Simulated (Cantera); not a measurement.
A diamond (100) surface in a fixed gas of H2 with x(CH4) = 0.002, x(H) = 0.0061, x(CH3) = 2.3e-05, 105 Torr; coverages are run to steady state.

Computed with Cantera and the Harris–Goodwin 1993 mechanism for the reconstructed diamond (100) surface.

θ: site fractions in the mechanism's names (c6HH fully hydrogenated, c6H* and c6*H radical sites, c6** diradical, c6HM methylated).

```
T (K)  growth (µm/h)  θ c6HH  θ c6H*  θ c6*H   θ c6**    θ c6HM
-----  -------------  ------  ------  ------  -------  --------
950             1.33   0.642  0.0142   0.334  0.00668   0.00253
1025            1.86   0.573  0.0207   0.392   0.0115   0.00181
1100            2.30   0.512  0.0280   0.440   0.0181   0.00124
1175            2.23       ?       ?   0.479        ?         ?
1250            1.58   0.411  0.0438   0.508   0.0363  0.000282
1325            1.05   0.372  0.0518   0.529   0.0473   8.57e-5
1400               ?       ?       ?   0.543        ?         ?
```

Question: Complete the blanks.

Answer: 
- 1175, θ c6HH: 0.457
- 1175, θ c6H*: 0.0358
- 1175, θ c6**: 0.0265
- 1175, θ c6HM: 0.000706
- 1400, growth (µm/h): 0.888
- 1400, θ c6HH: 0.339
- 1400, θ c6H*: 0.0595
- 1400, θ c6**: 0.0588
- 1400, θ c6HM: 2.37e-5
